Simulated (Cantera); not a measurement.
# Diamond growth

A diamond (100) surface in a fixed gas of H2 with x(CH4) = 0.0055, x(CH3) = 3.4e-05, at 1350 K, 128 Torr; coverages are run to steady state.

Cantera simulation using the Harris–Goodwin 1993 mechanism for the reconstructed diamond (100) surface; the numbers are that mechanism's predictions, not measurements.

```
x(H)     growth (µm/h)  θ c6HH  θ c6H*  θ c6*H   θ c6**
-------  -------------  ------  ------  ------  -------
0.0001          0.0327   0.688  0.0284   0.280  0.00359
0.00022          0.130   0.566  0.0391   0.385  0.00948
0.00047          0.342   0.474  0.0467   0.460   0.0191
0.001            0.672   0.415  0.0510   0.503   0.0309
0.0022            1.11   0.380  0.0532   0.524   0.0420
0.0049            1.68   0.363  0.0542   0.533   0.0496
0.011             2.55   0.354  0.0548   0.537   0.0540
0.023             3.73   0.351  0.0554   0.538   0.0561
0.05              5.29   0.349  0.0564   0.537   0.0575
```
θ: site fractions in the mechanism's names (c6HH fully hydrogenated, c6H* and c6*H radical sites, c6** diradical, c6HM methylated).
